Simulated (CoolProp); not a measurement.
Saturation properties of water.

The numbers come from the reference Helmholtz-energy equation of state, Wagner 2002 in CoolProp.

| T (K) | p (MPa) | liquid density (kg/m³) | enthalpy of vaporisation (kJ/kg) | liquid conductivity (mW/(m K)) |
|---|---|---|---|---|
| 332.6 | 0.01944 | 983.4 | 2359 | 650 |
| 366.9 | 0.08079 | 962.7 | 2273 | 675 |
| 401.2 | 0.2549 | 936.5 | 2179 | 683 |
| 435.5 | 0.6561 | 905.1 | 2074 | 678 |
| 469.8 | 1.449 | 868.5 | 1953 | 662 |
| 504.2 | 2.851 | 825.7 | 1808 | 636 |
| 538.5 | 5.114 | 775.1 | 1632 | 599 |
| 572.8 | 8.546 | 712.9 | 1407 | 553 |
| 607.1 | 13.53 | 629.4 | 1098 | 494 |

It boils at 373.1 K under 1 atm.

Thermal conductivity comes from a separate model (Huber 2012).
